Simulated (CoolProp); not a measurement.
Properties of R1224YDZ along the isobar 3.45 MPa (Tc = 155.5 °C, pc = 3.334 MPa, ω = 0.325).

Values from CoolProp's reference Helmholtz-energy equation of state, Akasaka 2023.

```json
[
 {"T (°C)": "-108.85", "phase": "liquid", "density (kg/m³)": "1694", "cp (kJ/(kg K))": "1.008", "isothermal compressibility (1/MPa)": "0.0006051", "expansivity (1/kK)": "1.406", "fugacity coefficient": "2.561e-6"},
 {"T (°C)": "-102.75", "phase": "liquid", "density (kg/m³)": "1680", "cp (kJ/(kg K))": "1.007", "isothermal compressibility (1/MPa)": "0.0006397", "expansivity (1/kK)": "1.411", "fugacity coefficient": "6.130e-6"},
 {"T (°C)": "-96.65", "phase": "liquid", "density (kg/m³)": "1665", "cp (kJ/(kg K))": "1.007", "isothermal compressibility (1/MPa)": "0.0006765", "expansivity (1/kK)": "1.417", "fugacity coefficient": "1.365e-5"},
 {"T (°C)": "-90.55", "phase": "liquid", "density (kg/m³)": "1651", "cp (kJ/(kg K))": "1.008", "isothermal compressibility (1/MPa)": "0.0007158", "expansivity (1/kK)": "1.424", "fugacity coefficient": "2.853e-5"},
 {"T (°C)": "-84.55", "phase": "liquid", "density (kg/m³)": "1637", "cp (kJ/(kg K))": "1.009", "isothermal compressibility (1/MPa)": "0.0007571", "expansivity (1/kK)": "1.433", "fugacity coefficient": "5.571e-5"},
 {"T (°C)": "-78.45", "phase": "liquid", "density (kg/m³)": "1622", "cp (kJ/(kg K))": "1.012", "isothermal compressibility (1/MPa)": "0.0008020", "expansivity (1/kK)": "1.443", "fugacity coefficient": "0.0001045"},
 {"T (°C)": "-72.35", "phase": "liquid", "density (kg/m³)": "1608", "cp (kJ/(kg K))": "1.015", "isothermal compressibility (1/MPa)": "0.0008501", "expansivity (1/kK)": "1.455", "fugacity coefficient": "0.0001873"},
 {"T (°C)": "-66.25", "phase": "liquid", "density (kg/m³)": "1594", "cp (kJ/(kg K))": "1.019", "isothermal compressibility (1/MPa)": "0.0009016", "expansivity (1/kK)": "1.468", "fugacity coefficient": "0.0003218"},
 {"T (°C)": "-60.15", "phase": "liquid", "density (kg/m³)": "1580", "cp (kJ/(kg K))": "1.023", "isothermal compressibility (1/MPa)": "0.0009570", "expansivity (1/kK)": "1.483", "fugacity coefficient": "0.0005325"},
 {"T (°C)": "-54.05", "phase": "liquid", "density (kg/m³)": "1565", "cp (kJ/(kg K))": "1.028", "isothermal compressibility (1/MPa)": "0.001017", "expansivity (1/kK)": "1.499", "fugacity coefficient": "0.0008513"},
 {"T (°C)": "-47.95", "phase": "liquid", "density (kg/m³)": "1551", "cp (kJ/(kg K))": "1.034", "isothermal compressibility (1/MPa)": "0.001081", "expansivity (1/kK)": "1.517", "fugacity coefficient": "0.001319"},
 {"T (°C)": "-41.85", "phase": "liquid", "density (kg/m³)": "1537", "cp (kJ/(kg K))": "1.040", "isothermal compressibility (1/MPa)": "0.001150", "expansivity (1/kK)": "1.537", "fugacity coefficient": "0.001987"},
 {"T (°C)": "-35.75", "phase": "liquid", "density (kg/m³)": "1522", "cp (kJ/(kg K))": "1.047", "isothermal compressibility (1/MPa)": "0.001225", "expansivity (1/kK)": "1.558", "fugacity coefficient": "0.002915"}
]
```
